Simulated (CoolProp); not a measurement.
A Linde-Hampson liquefier for nitrogen: isothermal reversible compression at 250 K from 1 atm to 15 MPa, throttling to 1 atm, return gas leaving the recuperator 0 K below the feed. Each further row changes one setting.

Computed with CoolProp (reference Helmholtz-energy equation of state, Span 2000).

```json
[
 {"case": "as stated", "liquid yield per pass": "___", "compression work (kJ/kg of gas)": "365"},
 {"case": "high pressure 30 MPa", "liquid yield per pass": "0.150", "compression work (kJ/kg of gas)": "___"},
 {"case": "warm-end temperature 280 K", "liquid yield per pass": "___", "compression work (kJ/kg of gas)": "___"},
 {"case": "warm-end gap 5 K", "liquid yield per pass": "___", "compression work (kJ/kg of gas)": "365"}
]
```

Question: What belongs in the gaps?

Answer: 
- as stated, liquid yield per pass: 0.106
- high pressure 30 MPa, compression work (kJ/kg of gas): 418
- warm-end temperature 280 K, liquid yield per pass: 0.076
- warm-end temperature 280 K, compression work (kJ/kg of gas): 413
- warm-end gap 5 K, liquid yield per pass: 0.094
